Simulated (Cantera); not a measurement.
Cantera run:

```python
import numpy as np
import cantera as ct

gas_names = """
    H HO2 H2 H2O H2O2 O OH O2 O3
""".split()
cond_names = """
    H2O(s) H2O(L)
""".split()


# ... load() reads the species with a 1 bar reference pressure and builds the phases ...
atoms = {
    'H2O': {'H': 2, 'O': 1},
    'O2': {'O': 2},
    'H2': {'H': 2},
}
top_T = {}  # K; cautious upper limits of use, not melting points


# ... equilibrate(T, P, feed) seeds the gas with the atoms and calls Mixture.equilibrate('TP', solver="vcs", rtol=1e-11, max_steps=5000) ...
results = []
feed = {'H2O': 1, 'O2': 0.027, 'H2': 0.48}  # mol
P = 10000  # Pa
for T in [600, 750, 900, 1050, 1200, 1350, 1500, 1650, 1800, 1950, 2100, 2250]:
    mix = equilibrate(T, P, feed)
    results.append((T, P, feed, dict(zip(mix.species_names, mix.species_moles))))
    x = sorted(zip(gas.X, gas.species_names), reverse=True)
    print(f"T = {T:g} K  P = {P:g} Pa  gas = {mix.phase_moles(0):.4g} mol")
    print("   x: " + "  ".join(f"{s} {v:.3e}" for v, s in x if v > 0.001))
    print("   condensed (mol): " + ("  ".join(f"{mix.phase(i).name} {mix.phase_moles(i):.4g}"
          for i in range(1, mix.n_phases) if mix.phase_moles(i) > 1e-12) or "none"))
```

Output:

```
T = 600 K  P = 10000 Pa  gas = 1.48 mol
   x: H2O 7.122e-01  H2 2.878e-01
   condensed (mol): none
T = 750 K  P = 10000 Pa  gas = 1.48 mol
   x: H2O 7.122e-01  H2 2.878e-01
   condensed (mol): none
T = 900 K  P = 10000 Pa  gas = 1.48 mol
   x: H2O 7.122e-01  H2 2.878e-01
   condensed (mol): none
T = 1050 K  P = 10000 Pa  gas = 1.48 mol
   x: H2O 7.122e-01  H2 2.878e-01
   condensed (mol): none
T = 1200 K  P = 10000 Pa  gas = 1.48 mol
   x: H2O 7.122e-01  H2 2.878e-01
   condensed (mol): none
T = 1350 K  P = 10000 Pa  gas = 1.48 mol
   x: H2O 7.122e-01  H2 2.878e-01
   condensed (mol): none
T = 1500 K  P = 10000 Pa  gas = 1.48 mol
   x: H2O 7.121e-01  H2 2.878e-01
   condensed (mol): none
T = 1650 K  P = 10000 Pa  gas = 1.48 mol
   x: H2O 7.121e-01  H2 2.877e-01
   condensed (mol): none
T = 1800 K  P = 10000 Pa  gas = 1.481 mol
   x: H2O 7.118e-01  H2 2.875e-01
   condensed (mol): none
T = 1950 K  P = 10000 Pa  gas = 1.482 mol
   x: H2O 7.109e-01  H2 2.867e-01  H 1.941e-03
   condensed (mol): none
T = 2100 K  P = 10000 Pa  gas = 1.485 mol
   x: H2O 7.081e-01  H2 2.851e-01  H 5.260e-03  OH 1.556e-03
   condensed (mol): none
T = 2250 K  P = 10000 Pa  gas = 1.493 mol
   x: H2O 7.008e-01  H2 2.818e-01  H 1.247e-02  OH 4.657e-03
   condensed (mol): none
```

These are equilibrium values from Cantera (NASA tables, ideal gas, pure condensed phases), not measurements of a reactor.
